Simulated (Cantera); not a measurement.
# Roasting and sulfation: MgO + SO₂ + H₂O

A closed system holds: 1 mol MgO, 0.3 mol SO₂, 0.81 mol H₂O, equilibrated at 625 °C.

Method: chemical equilibrium by Gibbs-energy minimisation in Cantera with the NASA 1993 tables (ideal gas, pure condensed phases). Candidate condensed phases: H₂O, H₂SO₄, Mg, MgO, Mg(OH)₂, MgS, MgSO₄, S; 26 gas species. Gases not in the tables: S₃ to S₇. Rates play no part.

| P (Pa) | log p H₂O | log p SO₂ | log p H₂S | log p S₂ | n MgO(s) | n MgSO₄(s) |
|---|---|---|---|---|---|---|
| 1000 | -2.14 | -2.57 | -12.89 | <-14 | 1.00 | 0 |
| 4600 | -1.47 | -1.91 | -11.56 | <-13 | 1.00 | 0 |
| 21000 | -0.81 | -1.25 | -8.53 | -10.79 | 1.000 | 0 |
| 96000 | -0.15 | -0.59 | -5.23 | -6.83 | 1.000 | 5.96e-5 |
| 440000 | 0.51 | 0.06 | -1.98 | -2.94 | 0.991 | 0.00943 |
| 2000000 | 1.22 | 0.37 | -0.04 | -1.10 | 0.858 | 0.142 |
log p: log10 of the partial pressure in bar; n: condensed amount in mol.

From 10.0 mbar to 0.210 bar the condensed part is MgO(s). From 0.960 bar to 20.0 bar the condensed part is MgO(s) + MgSO₄(s).
